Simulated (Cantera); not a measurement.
Feed: 1 mol C₂H₄, 30 mol H₂, equilibrated at 798 K and 3150 Torr.

Equilibrium computed with Cantera from the NASA thermochemical tables; the gas is ideal and each condensed phase is pure. Candidate condensed phases: C, C₆H₆, C₇H₈, C₈H₁₈; 76 gas species. Kinetics and transport are ignored.

Base state: H₂ 0.933, CH₄ 0.0667 (mole fractions); condensed: gas only.

Task: What changes in the equilibrium state with this change: pressure from 3150 Torr to 0.0825 Torr?

Result: 
| species | before | after |
|---|---|---|
| H₂ | 0.933 | 1.000 |
| CH₄ | 0.0667 | 0.000153 |
| C(graphite), mol | 0 | 2.00 |
